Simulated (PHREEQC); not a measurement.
Make-up at 20 °C: 0.0036 mol/kgw MgSO4, 0.00022 mol/kgw CaCl2 and 0.24 mol/kgw LiCl. Closed to the air; pH follows from the charge balance.

All values are PHREEQC results (ion-association model, phreeqc.dat), not measurements.

No solid was allowed to form.

What activity of water does the model give?

activity of water 0.992.

In which forms is Ca present?

Ca+2 97 %, CaSO4 3.4 % of the Ca.

Species that the database lacks are ignored.
